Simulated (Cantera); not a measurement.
Cantera run, input and output.

```python
import numpy as np
import cantera as ct

gas = ct.Solution("h2o2.yaml")
gas.TPX = 625, 89000, {'H2': 1, 'O2': 0.294, 'N2': 1.11, 'H2O': 0.11}
inlet = ct.Reservoir(gas, clone=True)
gas.equilibrate("HP")  # start burning
reactor = ct.IdealGasConstPressureReactor(gas, energy="on", clone=False)
exhaust = ct.Reservoir(gas, clone=True)
tau = [0.046, 0.022, 0.011, 0.0053, 0.0026, 0.0013, 0.00062, 0.0003, 0.00015, 7.2e-05, 3.5e-05][0]
for a, b in ((inlet, reactor), (reactor, exhaust)):
    ct.MassFlowController(a, b, mdot=lambda t: reactor.mass / tau)
net = ct.ReactorNet([reactor])
show = ['H2', 'O2', 'H2O', 'H', 'O', 'HO2']

rows = []
print(f"{'tau/s':>10s}{'T/K':>9s}" + "".join(f"{s:>11s}" for s in show))
for tau in [0.046, 0.022, 0.011, 0.0053, 0.0026, 0.0013, 0.00062, 0.0003, 0.00015, 7.2e-05, 3.5e-05]:
    net.initial_time = 0.0
    net.advance(30 * tau)
    before = gas.X
    net.advance(40 * tau)
    drift = np.max(np.abs(gas.X - before) / (gas.X + 1e-9))
    rows.append([gas.T, *gas[show].X, drift])
    print(f"{tau:10.3e}{gas.T:9.1f}" + "".join(f"{x:11.3e}" for x in gas[show].X))
```

Result:

```
     tau/s      T/K         H2         O2        H2O          H          O        HO2
 4.600e-02   2290.5  1.823e-01  6.188e-05  3.108e-01  7.203e-03  5.292e-05  3.875e-08
 2.200e-02   2275.4  1.814e-01  1.009e-04  3.098e-01  9.159e-03  8.473e-05  6.660e-08
 1.100e-02   2253.9  1.802e-01  1.649e-04  3.084e-01  1.195e-02  1.419e-04  1.151e-07
 5.300e-03   2221.2  1.784e-01  2.822e-04  3.063e-01  1.614e-02  2.527e-04  2.035e-07
 2.600e-03   2177.0  1.760e-01  4.791e-04  3.034e-01  2.178e-02  4.434e-04  3.448e-07
 1.300e-03   2119.8  1.730e-01  7.964e-04  2.999e-01  2.899e-02  7.469e-04  5.608e-07
 6.200e-04   2041.2  1.690e-01  1.344e-03  2.951e-01  3.880e-02  1.242e-03  9.280e-07
 3.000e-04   1945.8  1.644e-01  2.192e-03  2.895e-01  5.057e-02  1.913e-03  1.521e-06
 1.500e-04   1838.8  1.598e-01  3.440e-03  2.833e-01  6.347e-02  2.687e-03  2.487e-06
 7.200e-05   1711.7  1.557e-01  5.617e-03  2.755e-01  7.778e-02  3.541e-03  4.417e-06
 3.500e-05   1575.8  1.566e-01  9.821e-03  2.643e-01  8.942e-02  4.287e-03  8.692e-06
```

Cantera simulation using the H2/O2 subset of GRI-Mech 3.0, which has no nitrogen chemistry; the numbers are that mechanism's predictions, not measurements.
